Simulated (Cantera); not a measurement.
Input (Python, Cantera) and output of one run.

```python
import numpy as np
import cantera as ct

gas_names = """
    Ca CaCL CaCL2 Ca2 CL CL2 H HCL H2 N NH NH2 NH3 N2 N2H2 N2H4
""".split()
cond_names = """
    Ca(a) Ca(b) Ca(L) CaCL2(s) CaCL2(L) NH4CL(a) NH4CL(b)
""".split()


# ... load() reads the species with a 1 bar reference pressure and builds the phases ...
atoms = {
    'CaCl2': {'Ca': 1, 'CL': 2},
    'H2': {'H': 2},
    'N2': {'N': 2},
}
top_T = {}  # K; cautious upper limits of use, not melting points


# ... equilibrate(T, P, feed) seeds the gas with the atoms and calls Mixture.equilibrate('TP', solver="vcs", rtol=1e-11, max_steps=5000) ...
results = []
feed = {'CaCl2': 1, 'H2': 15, 'N2': 0.23}  # mol
T = 1923.15  # K
for P in [0.1, 0.56, 3.2, 18, 100, 560, 3200, 18000, 100000]:
    mix = equilibrate(T, P, feed)
    results.append((T, P, feed, dict(zip(mix.species_names, mix.species_moles))))

top = {s: max(r[3][s] / sum(r[3][g] for g in gas_names) for r in results) for s in gas_names}
cols = sorted((s for s in top if top[s] > 1e-05), key=lambda s: -top[s])[:7]
seen = [c for c in cond_names if any(r[3].get(c, 0) > 1e-12 for r in results)]
print("log10 of partial pressures in bar; condensed amounts in mol")
print(f"{'P/Pa':>10s}" + "".join(f"{s[:9]:>10s}" for s in cols + seen))
for T, P, feed, n in results:
    ng = sum(n[g] for g in gas_names)
    print(f"{P:10.4g}" + "".join(f"{np.log10(max(n[s] / ng * P / 1e5, 1e-99)):10.3f}" for s in cols)
          + "".join(f"{n.get(c, 0):10.4g}" for c in seen))
```

Output:

```
log10 of partial pressures in bar; condensed amounts in mol
      P/Pa        H2         H     CaCL2       HCL        CL        Ca        N2
       0.1    -6.477    -6.264    -8.473    -7.493    -7.404    -7.475    -8.021
      0.56    -5.492    -5.771    -7.065    -6.615    -7.018    -6.837    -7.192
       3.2    -4.622    -5.337    -6.017    -5.932    -6.770    -6.285    -6.387
        18    -3.822    -4.937    -5.130    -5.341    -6.579    -5.780    -5.614
       100    -3.055    -4.553    -4.314    -4.789    -6.411    -5.302    -4.858
       560    -2.296    -4.174    -3.525    -4.247    -6.248    -4.838    -4.105
      3200    -1.534    -3.793    -2.744    -3.702    -6.084    -4.384    -3.346
   1.8e+04    -0.782    -3.416    -1.980    -3.162    -5.920    -3.948    -2.595
     1e+05    -0.036    -3.043    -1.226    -2.622    -5.753    -3.528    -1.849
```

Equilibrium computed with Cantera from the NASA thermochemical tables; the gas is ideal and each condensed phase is pure.
